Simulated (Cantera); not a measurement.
Cantera run, input and output.

```python
import numpy as np
import cantera as ct

gas = ct.Solution("gri30.yaml")
gas.TPX = 1200, 160000, {'CO': 0.017, 'O2': 0.0042, 'H2O': 0.00082, 'N2': 1}
reactor = ct.IdealGasConstPressureReactor(gas, energy="off", clone=False)
net = ct.ReactorNet([reactor])
net.rtol, net.atol = 1e-08, 1e-18
show = ['CO', 'O2', 'H2O', 'O', 'NO', 'CO2', 'OH']
times = np.geomspace(0.0002, 50, 10)

steps = ct.SolutionArray(gas, extra=["t"])
rows = []
print(f"{'t/s':>10s}{'T/K':>9s}{'P/Pa':>11s}" + "".join(f"{s:>11s}" for s in show))
for t in times:
    while net.time < t:
        t_next = net.step()
        steps.append(gas.state, t=t_next)
    rows.append([np.interp(t, steps.t, y) for y in (steps.T, steps.P, *steps(*show).X.T)])
    print(f"{t:10.3e}{rows[-1][0]:9.1f}{rows[-1][1]:11.4g}" + "".join(f"{x:11.3e}" for x in rows[-1][2:]))
rate = np.gradient(steps.T, steps.t)
print("integrator steps:", len(steps.t))
if steps.T.max() > steps.T[0] + 200:
    print(f"time of steepest temperature rise: {steps.t[rate.argmax()]:.4e} s")
gas.TPX = 1200, 160000, {'CO': 0.017, 'O2': 0.0042, 'H2O': 0.00082, 'N2': 1}
gas.equilibrate("TP")
print(f"equilibrium (TP): T = {gas.T:.1f} K  " + "  ".join(f"{s} {gas[s].X[0]:.3e}" for s in show))
```

Result:

```
       t/s      T/K       P/Pa         CO         O2        H2O          O         NO        CO2         OH
 2.000e-04   1200.0    1.6e+05  1.663e-02  4.110e-03  8.023e-04  1.025e-09  5.594e-18  1.194e-09  9.652e-12
 7.958e-04   1200.0    1.6e+05  1.663e-02  4.110e-03  8.023e-04  4.217e-09  9.495e-17  7.181e-09  8.349e-11
 3.166e-03   1200.0    1.6e+05  1.663e-02  4.109e-03  8.023e-04  6.276e-08  4.010e-15  1.931e-07  2.150e-09
 1.260e-02   1200.0    1.6e+05  1.509e-02  3.265e-03  7.337e-04  1.946e-04  5.273e-08  1.556e-03  1.040e-05
 5.013e-02   1200.0    1.6e+05  8.118e-03  1.071e-07  4.727e-04  8.482e-08  1.286e-06  8.584e-03  5.579e-07
 1.995e-01   1200.0    1.6e+05  8.118e-03  1.717e-09  4.730e-04  1.449e-09  1.179e-06  8.584e-03  7.511e-08
 7.937e-01   1200.0    1.6e+05  8.120e-03  7.663e-11  4.748e-04  4.313e-11  9.358e-07  8.583e-03  1.218e-08
 3.158e+00   1200.0    1.6e+05  8.120e-03  6.311e-12  4.756e-04  3.579e-12  6.352e-07  8.582e-03  2.157e-09
 1.257e+01   1200.0    1.6e+05  8.120e-03  8.697e-13  4.761e-04  5.709e-13  4.066e-07  8.582e-03  5.734e-10
 5.000e+01   1200.0    1.6e+05  8.120e-03  9.857e-14  4.763e-04  6.055e-14  2.491e-07  8.582e-03  1.481e-10
integrator steps: 2333
equilibrium (TP): T = 1200.0 K  CO 8.121e-03  O2 2.153e-16  H2O 4.769e-04  O 2.926e-16  NO 7.030e-12  CO2 8.582e-03  OH 3.299e-11
```

Cantera simulation using GRI-Mech 3.0 (53 species, 325 reactions); the numbers are that mechanism's predictions, not measurements.
